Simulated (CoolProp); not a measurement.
The fluid at 298.15 K and 0.0301 MPa is compressed adiabatically to 0.0717 MPa with isentropic efficiency 0.7. The same conditions are run with several fluids, on thermodynamics alone (safety and materials aside).

Computed with CoolProp (reference Helmholtz-energy equation of state of each fluid (the fluoroketone C6F12O (FK-5-1-12): McLinden 2015; chlorine: Thol 2021; R152A: Outcalt 1996; R115: Lemmon 2016; R410A: Lemmon 2003)). Blends and air are pseudo-pure fits.

### Question
Rank the fluoroketone C6F12O (FK-5-1-12), chlorine, R152A, R115, R410A by work (kJ/kg), highest first.

### Answer
R152A (48.7), chlorine (48.1), R410A (44.8), R115 (20.4), the fluoroketone C6F12O (FK-5-1-12) (9.43)

```tsv
fluid	final temperature (K)	final phase	final density (kg/m³)
the fluoroketone C6F12O (FK-5-1-12)	312.6	two-phase, vapour fraction 0.975	9.41
chlorine	396.7	gas	1.55
R152A	343.9	gas	1.67
R115	326.4	gas	4.12
R410A	351.3	gas	1.79
```
